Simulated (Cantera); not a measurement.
A closed system holds: 1 mol PbO, 1.3 mol CO, 6.5 mol N2, 2.2 mol O2, held at 1277 °C and 0.870 bar.

These are equilibrium values from Cantera (NASA tables, ideal gas, pure condensed phases), not measurements of a reactor. Candidate condensed phases: C, Pb, PbO, PbO2, Pb3O4; 27 gas species. Gases not in the tables: (PbO)n polymers. The numbers say what is thermodynamically allowed, not how fast it happens.

Base state: N2 0.681, O2 0.162, CO2 0.136, PbO 0.0187, NO 0.00127, Pb 0.000343 (mole fractions); condensed: PbO(l).

Question: What changes in the equilibrium state with this change: pressure from 0.870 bar to 53.0 mbar?

Answer: 
```
species        before    after
-----------  --------  -------
N2              0.681    0.625
O2              0.162    0.152
CO2             0.136    0.125
PbO            0.0187   0.0894
Pb           0.000343  0.00684
O             3.38e-6  1.33e-5
PbO(l), mol     0.818        0
```
